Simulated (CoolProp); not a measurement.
Aqueous lithium chloride as a coolant, at 8 °C, 1 atm.

The numbers come from the Melinder's fits for secondary coolants in CoolProp.

| mass % | freezing point (°C) | cp (kJ/(kg K)) | density (kg/m³) | conductivity (W/(m K)) | viscosity (mPa s) |
|---|---|---|---|---|---|
| 5.9 | -6.2 | 3.864 | 1034 | 0.564 | 1.66 |
| 7.6 | -8.5 | 3.773 | 1044 | 0.560 | 1.75 |
| 9.3 | -11.1 | 3.684 | 1054 | 0.557 | 1.86 |
| 11 | -14.0 | 3.596 | 1064 | 0.553 | 1.97 |
| 12.7 | -17.6 | 3.511 | 1074 | 0.550 | 2.10 |
| 14.4 | -22.1 | 3.428 | 1084 | 0.546 | 2.25 |
| 16.1 | -27.6 | 3.348 | 1095 | 0.543 | 2.40 |
| 17.8 | -34.1 | 3.273 | 1105 | 0.540 | 2.58 |
| 19.5 | -41.5 | 3.204 | 1116 | 0.537 | 2.77 |
